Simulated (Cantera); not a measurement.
A Cantera script and what it prints.

```python
import numpy as np
import cantera as ct

gas_names = [...]  # 110 gases of nasa_gas.yaml made of C, H, O
cond_names = """
    C(gr) C6H6(L) C7H8(L) C8H18(L),n-octa H2O(s) H2O(L)
""".split()


# ... load() reads the species with a 1 bar reference pressure and builds the phases ...
atoms = {
    'C2H4': {'C': 2, 'H': 4},
    'H2O': {'H': 2, 'O': 1},
    'H2': {'H': 2},
}
top_T = {'C(gr)': 4500}  # K; cautious upper limits of use, not melting points


# ... equilibrate(T, P, feed) seeds the gas with the atoms and calls Mixture.equilibrate('TP', solver="vcs", rtol=1e-11, max_steps=5000) ...
results = []
feed = {'C2H4': 1, 'H2O': 0.36, 'H2': 0.67}  # mol
P = 101325  # Pa
for T in [550, 750, 950, 1150, 1350, 1550, 1750, 1950, 2150, 2350, 2550, 2750]:
    mix = equilibrate(T, P, feed)
    results.append((T, P, feed, dict(zip(mix.species_names, mix.species_moles))))

top = {s: max(r[3][s] / sum(r[3][g] for g in gas_names) for r in results) for s in gas_names}
cols = sorted((s for s in top if top[s] > 1e-06), key=lambda s: -top[s])[:6]
seen = [c for c in cond_names if any(r[3].get(c, 0) > 1e-12 for r in results)]
print("log10 of partial pressures in bar; condensed amounts in mol")
print(f"{'T/K':>10s}" + "".join(f"{s[:9]:>10s}" for s in cols + seen))
for T, P, feed, n in results:
    ng = sum(n[g] for g in gas_names)
    print(f"{T:10.4g}" + "".join(f"{np.log10(max(n[s] / ng * P / 1e5, 1e-99)):10.3f}" for s in cols)
          + "".join(f"{n.get(c, 0):10.4g}" for c in seen))
```

Output:

```
log10 of partial pressures in bar; condensed amounts in mol
       T/K        H2       CH4       H2O        CO         H C2H2,acet     C(gr)
       550    -1.372    -0.116    -0.699    -4.701   -18.760   -19.994    0.6828
       750    -0.418    -0.331    -0.826    -2.367   -12.709   -13.291     1.004
       950    -0.102    -0.980    -1.327    -1.195    -9.306    -9.663     1.493
      1150    -0.053    -1.737    -2.361    -0.979    -7.154    -7.465     1.596
      1350    -0.046    -2.330    -3.256    -0.968    -5.646    -5.953     1.626
      1550    -0.044    -2.780    -3.929    -0.968    -4.524    -4.839     1.635
      1750    -0.044    -3.127    -4.446    -0.968    -3.655    -3.983     1.637
      1950    -0.044    -3.401    -4.855    -0.968    -2.963    -3.306     1.635
      2150    -0.046    -3.624    -5.186    -0.969    -2.398    -2.759     1.627
      2350    -0.051    -3.813    -5.463    -0.971    -1.930    -2.309     1.606
      2550    -0.062    -3.983    -5.704    -0.974    -1.537    -1.939      1.56
      2750    -0.085    -4.150    -5.923    -0.982    -1.207    -1.635     1.474
```

Cantera equilibrium calculation (NASA polynomials, part measured and part estimated; ideal gas, pure solids and liquids).
